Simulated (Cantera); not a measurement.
Feed: 1 mol SiC, 0.0016 mol O₂, 2.2 mol N₂, held at 101000 Pa.

These are equilibrium values from Cantera (NASA tables, ideal gas, pure condensed phases), not measurements of a reactor. Candidate condensed phases: C, Si, SiC, SiO₂, Si₂N₂O, Si₃N₄; 34 gas species. Mutual solubility and eutectic melting of coexisting phases are not modelled. The numbers say what is thermodynamically allowed, not how fast it happens. All values below are at 1300 °C.

Base state: N₂ 1.000, CO 0.000297 (mole fractions); condensed: C(graphite) + Si₂N₂O(s) + Si₃N₄(s).

Q: What changes in the equilibrium state with this change: pressure from 101000 Pa to 1330 Pa?

A: 
```csv
species,before,after
N₂,1.000,0.999
CO,0.000297,0.000940
SiO,2.63e-7,8.67e-5
"C(graphite), mol",1.000,0
"Si₂N₂O(s), mol",0.00274,0.000939
"Si₃N₄(s), mol",0.332,0
"SiC(s), mol",0,0.998
```

Q: What changes in the equilibrium state with this change: pressure from 101000 Pa to 0.510 Pa?

A: 
```json
[
 {"species": "N₂", "before": "1.000", "after": "0.998"},
 {"species": "CO", "before": "0.000297", "after": "0.00119"},
 {"species": "Si", "before": "<1e-9", "after": "0.000933"},
 {"species": "SiO", "before": "2.63e-7", "after": "0.000256"},
 {"species": "C(graphite), mol", "before": "1.000", "after": "0"},
 {"species": "Si₂N₂O(s), mol", "before": "0.00274", "after": "0"},
 {"species": "Si₃N₄(s), mol", "before": "0.332", "after": "0"},
 {"species": "SiC(s), mol", "before": "0", "after": "0.997"}
]
```
